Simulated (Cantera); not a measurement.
A perfectly stirred reactor is fed with 1.84 % CH3OH, 1.36 % O2, 96.8 % N2, equivalence ratio 2.0, at 7500 Torr; it is held at 1550 K, and followed from long to short residence time.

Model: GRI-Mech 3.0 (53 species, 325 reactions), integrated in Cantera. GRI-Mech 3.0 was tuned for natural gas; its chemistry of methanol as a main component is partial and can be far from experiment.

One state of this run: x CH3OH = 6.98e-7; x O2 = 1.30e-5; x CO2 = 0.00599; x HCN = 3.38e-8; x C2H6 = 4.75e-8; x OH = 8.23e-8. x: mole fraction; the columns are a selection and need not sum to one.

Q: Which value of τ (s) does it belong to?
A) 0.86
B) 8.2
C) 0.28
D) 0.0031

A: B, 8.2
